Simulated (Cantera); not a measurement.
Charge: 1 mol TiC, a varied amount of C, 0.48 mol H₂, at 140 Pa.

Points: T (K) = 2198, 2298, 2398, 2498, 2598, 2698, 2798, 2898, 2998; n(C) (mol) = 0.01, 0.022, 0.034, 0.045, 0.057, 0.069, 0.08, 0.092, 0.1, 0.12, 0.13, 0.14, 0.15.

Cantera's Mixture.equilibrate('TP', solver="vcs", rtol=1e-11, max_steps=5000) on the NASA tables stopped like this:

```
ERROR: FAILURE its = 5001!

*******************************************************************************
CanteraError thrown by MultiPhase::equilibrate:
VCS solver failed. Return code: -1
*******************************************************************************
```

### Question
What got this run through?

### Answer
This is not unique; one that fits is The failure is numerical, not chemical. The same input converged with solver="gibbs", rtol=1e-10, max_steps=50000, and the result passed a check of the equilibrium conditions:
```
   2198       0.01  C(gr) + TiC(s)
   2198      0.022  C(gr) + TiC(s)
   2198      0.034  C(gr) + TiC(s)
   2198      0.045  C(gr) + TiC(s)
   2198      0.057  C(gr) + TiC(s)
   2198      0.069  C(gr) + TiC(s)
   2198       0.08  C(gr) + TiC(s)
   2198      0.092  C(gr) + TiC(s)
   2198        0.1  C(gr) + TiC(s)
   2198       0.12  C(gr) + TiC(s)
   2198       0.13  C(gr) + TiC(s)
   2198       0.14  C(gr) + TiC(s)
   2198       0.15  C(gr) + TiC(s)
   2298       0.01  C(gr) + TiC(s)
   2298      0.022  C(gr) + TiC(s)
   2298      0.034  C(gr) + TiC(s)
   2298      0.045  C(gr) + TiC(s)
   2298      0.057  C(gr) + TiC(s)
   2298      0.069  C(gr) + TiC(s)
   2298       0.08  C(gr) + TiC(s)
   2298      0.092  C(gr) + TiC(s)
   2298        0.1  C(gr) + TiC(s)
   2298       0.12  C(gr) + TiC(s)
   2298       0.13  C(gr) + TiC(s)
   2298       0.14  C(gr) + TiC(s)
   2298       0.15  C(gr) + TiC(s)
   2398       0.01  C(gr) + TiC(s)
   2398      0.022  C(gr) + TiC(s)
   2398      0.034  C(gr) + TiC(s)
   2398      0.045  C(gr) + TiC(s)
   2398      0.057  C(gr) + TiC(s)
   2398      0.069  C(gr) + TiC(s)
   2398       0.08  C(gr) + TiC(s)
   2398      0.092  C(gr) + TiC(s)
   2398        0.1  C(gr) + TiC(s)
   2398       0.12  C(gr) + TiC(s)
   2398       0.13  C(gr) + TiC(s)
   2398       0.14  C(gr) + TiC(s)
   2398       0.15  C(gr) + TiC(s)
   2498       0.01  C(gr) + TiC(s)
   2498      0.022  C(gr) + TiC(s)
   2498      0.034  C(gr) + TiC(s)
   2498      0.045  C(gr) + TiC(s)
   2498      0.057  C(gr) + TiC(s)
   2498      0.069  C(gr) + TiC(s)
   2498       0.08  C(gr) + TiC(s)
   2498      0.092  C(gr) + TiC(s)
   2498        0.1  C(gr) + TiC(s)
   2498       0.12  C(gr) + TiC(s)
   2498       0.13  C(gr) + TiC(s)
   2498       0.14  C(gr) + TiC(s)
   2498       0.15  C(gr) + TiC(s)
   2598       0.01  TiC(s)
   2598      0.022  C(gr) + TiC(s)
   2598      0.034  C(gr) + TiC(s)
   2598      0.045  C(gr) + TiC(s)
   2598      0.057  C(gr) + TiC(s)
   2598      0.069  C(gr) + TiC(s)
   2598       0.08  C(gr) + TiC(s)
   2598      0.092  C(gr) + TiC(s)
   2598        0.1  C(gr) + TiC(s)
   2598       0.12  C(gr) + TiC(s)
   2598       0.13  C(gr) + TiC(s)
   2598       0.14  C(gr) + TiC(s)
   2598       0.15  C(gr) + TiC(s)
   2698       0.01  TiC(s)
   2698      0.022  C(gr) + TiC(s)
   2698      0.034  C(gr) + TiC(s)
   2698      0.045  C(gr) + TiC(s)
   2698      0.057  C(gr) + TiC(s)
   2698      0.069  C(gr) + TiC(s)
   2698       0.08  C(gr) + TiC(s)
   2698      0.092  C(gr) + TiC(s)
   2698        0.1  C(gr) + TiC(s)
   2698       0.12  C(gr) + TiC(s)
   2698       0.13  C(gr) + TiC(s)
   2698       0.14  C(gr) + TiC(s)
   2698       0.15  C(gr) + TiC(s)
   2798       0.01  TiC(s)
   2798      0.022  TiC(s)
   2798      0.034  TiC(s)
   2798      0.045  TiC(s)
   2798      0.057  C(gr) + TiC(s)
   2798      0.069  C(gr) + TiC(s)
   2798       0.08  C(gr) + TiC(s)
   2798      0.092  C(gr) + TiC(s)
   2798        0.1  C(gr) + TiC(s)
   2798       0.12  C(gr) + TiC(s)
   2798       0.13  C(gr) + TiC(s)
   2798       0.14  C(gr) + TiC(s)
   2798       0.15  C(gr) + TiC(s)
   2898       0.01  TiC(s)
   2898      0.022  TiC(s)
   2898      0.034  TiC(s)
   2898      0.045  TiC(s)
   2898      0.057  TiC(s)
   2898      0.069  TiC(s)
   2898       0.08  TiC(s)
   2898      0.092  TiC(s)
   2898        0.1  TiC(s)
   2898       0.12  TiC(s)
   2898       0.13  TiC(s)
   2898       0.14  TiC(s)
   2898       0.15  TiC(s)
   2998       0.01  TiC(s)
   2998      0.022  TiC(s)
   2998      0.034  TiC(s)
   2998      0.045  TiC(s)
   2998      0.057  TiC(s)
   2998      0.069  TiC(s)
   2998       0.08  TiC(s)
   2998      0.092  TiC(s)
   2998        0.1  TiC(s)
   2998       0.12  TiC(s)
   2998       0.13  TiC(s)
   2998       0.14  TiC(s)
   2998       0.15  TiC(s)
```

The gas is ideal and each condensed phase is pure. TiC: taken at fixed stoichiometry.
